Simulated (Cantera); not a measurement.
Charge: 1 mol MgCO₃, 0.54 mol O₂, 4.8 mol CO₂, 0.17 mol H₂S, held at 1000 Pa.

Equilibrium computed with Cantera from the NASA thermochemical tables; the gas is ideal and each condensed phase is pure. Candidate condensed phases: C, C₆H₆, C₇H₈, C₈H₁₈, H₂O, H₂SO₄, Mg, MgCO₃, MgO, Mg(OH)₂, MgS, MgSO₄, S; 130 gas species. Rates play no part.

x: gas mole fraction; n: condensed amount in mol.

| T (K) | x CO₂ | x O₂ | x H₂O | x SO₂ | x SO₃ | x OH | n MgO(s) | n MgSO₄(s) |
|---|---|---|---|---|---|---|---|---|
| 698 | 0.940 | 0.0324 | 0.0276 | 4.19e-11 | (withheld) | 2.58e-11 | 0.830 | 0.170 |
| 748 | 0.940 | 0.0324 | 0.0276 | 3.40e-9 | (withheld) | 1.67e-10 | 0.830 | 0.170 |
| 798 | 0.940 | 0.0324 | 0.0276 | 1.57e-7 | (withheld) | 8.54e-10 | 0.830 | 0.170 |
| 848 | 0.940 | 0.0324 | 0.0276 | 4.60e-6 | (withheld) | 3.61e-9 | 0.830 | 0.170 |
| 898 | 0.940 | 0.0325 | 0.0275 | 9.13e-5 | (withheld) | 1.30e-8 | 0.831 | 0.169 |
| 948 | 0.938 | 0.0330 | 0.0275 | 0.00130 | (withheld) | 4.11e-8 | 0.839 | 0.161 |
| 998 | 0.921 | 0.0383 | 0.0270 | 0.0132 | (withheld) | 1.19e-7 | 0.916 | 0.0841 |
| 1048 | 0.903 | 0.0441 | 0.0265 | 0.0259 | (withheld) | 3.10e-7 | 1.00 | 0 |
| 1098 | 0.903 | 0.0442 | 0.0265 | 0.0261 | (withheld) | 7.25e-7 | 1.00 | 0 |
| 1148 | 0.903 | 0.0443 | 0.0265 | 0.0262 | (withheld) | 1.58e-6 | 1.00 | 0 |
| 1198 | 0.903 | 0.0443 | 0.0265 | 0.0263 | (withheld) | 3.21e-6 | 1.00 | 0 |

Complete the blanks.


- 698, x SO₃: 2.26e-10
- 748, x SO₃: 5.90e-9
- 798, x SO₃: 1.01e-7
- 848, x SO₃: 1.24e-6
- 898, x SO₃: 1.13e-5
- 948, x SO₃: 8.14e-5
- 998, x SO₃: 0.000477
- 1048, x SO₃: 0.000574
- 1098, x SO₃: 0.000348
- 1148, x SO₃: 0.000220
- 1198, x SO₃: 0.000145
